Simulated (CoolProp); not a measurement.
The numbers come from the reference Helmholtz-energy equation of state, Beckmüller 2019 in CoolProp.

### Question
Give the vapour pressure (MPa), liquid density (kg/m³), liquid cp (kJ/(kg K)), surface tension (mN/m) of saturated n-octane at 261.25 °C.

### Answer
```csv
T (°C),p (MPa),liquid density (kg/m³),liquid cp (kJ/(kg K)),surface tension (mN/m)
261.25,1.52,432,3.69,1.53
```

Surface tension comes from a separate correlation (Mulero 2012).
